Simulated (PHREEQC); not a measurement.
A solution holds 0.14 mol HF and 0.0025 mol NaF per kg of water, at 8 °C. Closed to the air; pH follows from the charge balance.

The numbers come from PHREEQC with the ion-association model, phreeqc.dat.

```json
{
  "pH": "1.94",
  "ionic_strength": "0.0152 mol/kgw",
  "total_alkalinity": "-140 meq/kg"
}
```

```tsv
species	molality	activity	log γ
HF	0.123	0.123	0.002
H+	0.0127	0.0115	-0.045
F-	0.0109	0.00962	-0.054
HF2-	0.00433	0.00384	-0.052
Na+	0.00249	0.00221	-0.051
NaF	1.22e-5	1.22e-5	0.002
```

No solid was allowed to form. At this temperature some constants are extrapolated from 25 °C, and those without enthalpy data are left unchanged.
